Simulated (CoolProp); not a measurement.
A single-stage vapour-compression cycle with the fluid: evaporating at 261.15 K (dew point), condensing at 329.15 K (bubble point), superheat 8 K, subcooling 8 K, compressor efficiency 0.7, no pressure losses. The same conditions are run with several fluids, on thermodynamics alone (safety and materials aside).

Values from CoolProp's reference Helmholtz-energy equation of state of each fluid (n-butane: Bücker 2006; isobutene: Lemmon 2005; R507A: Lemmon 2003; vinyl chloride: Thol 2022; CH2F2 (R32): Tillner-Roth 1997; R410A: Lemmon 2003). Blends and air are pseudo-pure fits.

| fluid | cooling COP | pressure ratio | discharge temperature (K) | refrigerating effect (kJ/kg) | volumetric capacity (kJ/m³) |
|---|---|---|---|---|---|
| n-butane | 2.10 | 9.03 | 349.5 | 264 | 450 |
| isobutene | 2.11 | 8.55 | 355.7 | 267 | 575 |
| R507A | 1.67 | 6.44 | 355.6 | 90.4 | 1880 |
| vinyl chloride | 2.20 | 8.28 | 408.4 | 269 | 844 |
| CH2F2 (R32) | 1.88 | 6.63 | 422.1 | 229 | 3240 |
| R410A | 1.80 | 6.59 | 386.1 | 145 | 2820 |
